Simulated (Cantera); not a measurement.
Input (Python, Cantera):

```python
import numpy as np
import cantera as ct

gas = ct.Solution("h2o2.yaml")
gas.TPX = 1423, 3800, {'H2': 0.033, 'O2': 1, 'H2O': 0.095}
reactor = ct.IdealGasConstPressureReactor(gas, energy="off", clone=False)
net = ct.ReactorNet([reactor])
net.rtol, net.atol = 1e-08, 1e-18
show = ['H2', 'O2', 'OH', 'H', 'H2O2']
times = np.geomspace(5e-05, 4, 11)

steps = ct.SolutionArray(gas, extra=["t"])
rows = []
print(f"{'t/s':>10s}{'T/K':>9s}{'P/Pa':>11s}" + "".join(f"{s:>11s}" for s in show))
for t in times:
    while net.time < t:
        t_next = net.step()
        steps.append(gas.state, t=t_next)
    rows.append([np.interp(t, steps.t, y) for y in (steps.T, steps.P, *steps(*show).X.T)])
    print(f"{t:10.3e}{rows[-1][0]:9.1f}{rows[-1][1]:11.4g}" + "".join(f"{x:11.3e}" for x in rows[-1][2:]))
rate = np.gradient(steps.T, steps.t)
print("integrator steps:", len(steps.t))
if steps.T.max() > steps.T[0] + 200:
    print(f"time of steepest temperature rise: {steps.t[rate.argmax()]:.4e} s")
gas.TPX = 1423, 3800, {'H2': 0.033, 'O2': 1, 'H2O': 0.095}
gas.equilibrate("TP")
print(f"equilibrium (TP): T = {gas.T:.1f} K  " + "  ".join(f"{s} {gas[s].X[0]:.3e}" for s in show))
```

It prints:

```
       t/s      T/K       P/Pa         H2         O2         OH          H       H2O2
 5.000e-05   1423.0       3800  2.926e-02  8.865e-01  1.517e-07  5.659e-08  1.927e-10
 1.546e-04   1423.0       3800  2.925e-02  8.865e-01  2.697e-06  7.971e-07  1.607e-09
 4.782e-04   1423.0       3800  2.092e-02  8.795e-01  3.774e-03  1.226e-03  1.132e-07
 1.479e-03   1423.0       3800  1.012e-03  8.648e-01  6.608e-03  2.790e-03  2.260e-07
 4.573e-03   1423.0       3800  6.763e-04  8.713e-01  5.420e-03  1.502e-03  1.946e-07
 1.414e-02   1423.0       3800  2.633e-04  8.791e-01  3.396e-03  3.585e-04  1.294e-07
 4.373e-02   1423.0       3800  5.573e-05  8.832e-01  1.569e-03  3.464e-05  5.893e-08
 1.352e-01   1423.0       3800  9.530e-06  8.844e-01  6.513e-04  2.457e-06  2.075e-08
 4.183e-01   1423.0       3800  1.883e-06  8.847e-01  2.904e-04  2.172e-07  6.983e-09
 1.293e+00   1423.0       3800  5.591e-07  8.848e-01  1.585e-04  3.540e-08  3.214e-09
 4.000e+00   1423.0       3800  4.052e-07  8.848e-01  1.350e-04  2.191e-08  2.746e-09
integrator steps: 1546
equilibrium (TP): T = 1423.0 K  H2 4.039e-07  O2 8.848e-01  OH 1.348e-04  H 2.180e-08  H2O2 2.742e-09
```

Computed with Cantera and the H2/O2 subset of GRI-Mech 3.0, which has no nitrogen chemistry. Radical loss at walls, strong at low pressure, is not modelled.
